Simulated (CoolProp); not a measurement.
Vapour-liquid equilibrium of ethane (1) + hydrogen sulfide (2) at 6.65 °C; x and y are mole fractions of (1).

Computed with CoolProp (multi-fluid Helmholtz-energy mixture model, Bücker 2006 and Lemmon 2006; pair parameters Kunz 2012).

### Question
Give the bubble pressure and the first vapour's composition at x = 0.05, 0.25, 0.65. Is there an azeotrope?

### Answer
x = 0.05: 1549 kPa, y = 0.203; x = 0.25: 2235 kPa, y = 0.490; x = 0.65: 2750 kPa, y = 0.711. y crosses x between x = 0.85 and 0.95: the model has an azeotrope there.

Pair parameters are fitted to limited data, so mixtures are less certain than the pure fluids.
